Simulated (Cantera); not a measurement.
**Thermodynamics of sublimation and decomposition of ceramics, feed TiC + C + H2**

Input: 1 mol TiC, 0.37 mol C, 0.016 mol H2, equilibrated at 1902 °C and 1 atm.

These are equilibrium values from Cantera (NASA tables, ideal gas, pure condensed phases), not measurements of a reactor. Candidate condensed phases: C, C6H6, C7H8, C8H18, Ti, TiC; 77 gas species. TiC: taken at fixed stoichiometry. Rates play no part.

```
Quantity                               Result
--------------------------------  -----------
x(H2)                                   0.993
x(H)                                  0.00483
x(C2H2 (acetylene))                   0.00222
x(CH4)                               0.000277
x(CH3)                                2.60e-5
x(C2H4)                               6.11e-6
x(C4H2)                               2.01e-6
n(C(graphite))                      0.370 mol
n(TiC(s))                            1.00 mol
gas amount                        0.01603 mol
log10 activity of Ti(l) (absent)        -3.68
```
